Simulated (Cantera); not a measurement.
A jet of 1.50 % CH₄, 7.27 % O₂, 91.2 % N₂ at 300 K and 203 Torr hits a platinum plate 6.4 cm away at a mass flux of 0.024 kg/m²/s; the plate temperature is set and raised in steps from an oxygen-covered start.

Computed with Cantera and Deutschmann's 1995 Pt surface mechanism with GRI-Mech 3.0 gas chemistry. Catalytic surfaces can have several steady states; this one follows from the mechanism file's or the stated starting coverage.

x: mole fraction at the wall; θ: surface coverage.

```tsv
plate T (K)	wall x CH₄	wall x O₂	wall x H₂O	wall x OH	wall x CO	wall x CO₂	θ free Pt	θ O*	θ OH*
950	0.00286	0.0470	0.0226	5.19e-8	1.44e-6	0.0148	0.249	0.749	0.00183
1000	0.00184	0.0449	0.0244	1.33e-7	1.25e-6	0.0160	0.316	0.682	0.00170
1050	___	0.0437	0.0254	___	___	0.0167	___	___	___
1100	0.000845	0.0432	0.0260	6.68e-7	1.54e-6	0.0169	0.449	0.549	0.00136
1150	0.000557	0.0426	0.0265	1.33e-6	2.01e-6	0.0172	0.513	0.486	0.00120
1200	___	0.0420	0.0271	___	___	0.0175	___	___	___
1250	7.83e-5	0.0413	0.0279	4.44e-6	3.10e-6	0.0178	0.630	0.369	0.000927
```

Q: Fill in the missing entries.

A: 
- 1050, wall x CH₄: 0.00127
- 1050, wall x OH: 3.07e-7
- 1050, wall x CO: 1.14e-6
- 1050, θ free Pt: 0.384
- 1050, θ O*: 0.615
- 1050, θ OH*: 0.00153
- 1200, wall x CH₄: 0.000313
- 1200, wall x OH: 2.48e-6
- 1200, wall x CO: 2.66e-6
- 1200, θ free Pt: 0.574
- 1200, θ O*: 0.425
- 1200, θ OH*: 0.00106
